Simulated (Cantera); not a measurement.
**Gas activation for diamond growth**

An isothermal, constant-pressure homogeneous reactor starts with CH₄ : H₂ : N₂ = 0.024 : 1 : 0.0015 (molar parts), at 2525 K and 2670 Pa.

Computed with Cantera and GRI-Mech 3.0 (53 species, 325 reactions). GRI-Mech 3.0 stops at C3 and has no aromatics, soot or wall deposition, so with more carbon than oxygen in the feed, carbon stays in small species such as C2H2 where larger ones or solid carbon would form. Radical loss at walls, strong at low pressure, is not modelled.

```json
[
 {"t (s)": "1.00e-6", "x CH₄": "0.0234", "x H₂": "0.975", "x HCN": "<1e-12", "x H": "3.79e-5", "x C₂H₂": "<1e-12", "x CH₂": "1.32e-9", "x C₂H": "<1e-12"},
 {"t (s)": "6.45e-6", "x CH₄": "0.0232", "x H₂": "0.975", "x HCN": "<1e-12", "x H": "0.000279", "x C₂H₂": "1.05e-10", "x CH₂": "5.90e-8", "x C₂H": "<1e-12"},
 {"t (s)": "4.16e-5", "x CH₄": "0.0225", "x H₂": "0.973", "x HCN": "2.85e-12", "x H": "0.00201", "x C₂H₂": "2.47e-7", "x CH₂": "2.51e-6", "x C₂H": "3.80e-11"},
 {"t (s)": "0.000268", "x CH₄": "0.0182", "x H₂": "0.963", "x HCN": "2.45e-9", "x H": "0.0124", "x C₂H₂": "0.000260", "x CH₂": "6.81e-5", "x C₂H": "2.52e-7"},
 {"t (s)": "0.00173", "x CH₄": "0.00345", "x H₂": "0.949", "x HCN": "2.96e-7", "x H": "0.0352", "x C₂H₂": "0.00829", "x CH₂": "0.000116", "x C₂H": "2.32e-5"},
 {"t (s)": "0.0112", "x CH₄": "0.000127", "x H₂": "0.932", "x HCN": "1.28e-6", "x H": "0.0553", "x C₂H₂": "0.0109", "x CH₂": "1.30e-5", "x C₂H": "4.90e-5"},
 {"t (s)": "0.0721", "x CH₄": "7.62e-6", "x H₂": "0.886", "x HCN": "2.81e-6", "x H": "0.101", "x C₂H₂": "0.0107", "x CH₂": "2.91e-6", "x C₂H": "9.28e-5"},
 {"t (s)": "0.465", "x CH₄": "2.68e-6", "x H₂": "0.832", "x HCN": "1.82e-5", "x H": "0.157", "x C₂H₂": "0.0104", "x CH₂": "2.76e-6", "x C₂H": "0.000147"},
 {"t (s)": "3.00", "x CH₄": "2.63e-6", "x H₂": "0.830", "x HCN": "0.000123", "x H": "0.158", "x C₂H₂": "0.0103", "x CH₂": "2.75e-6", "x C₂H": "0.000148"}
]
```
x: mole fraction; the columns are a selection and need not sum to one.

Equilibrium at this temperature and pressure: CH₄ 2.58e-6, H₂ 0.831, HCN 0.00173, H 0.158, C₂H₂ 0.00951, CH₂ 2.70e-6, C₂H 0.000136 (gas phase only).
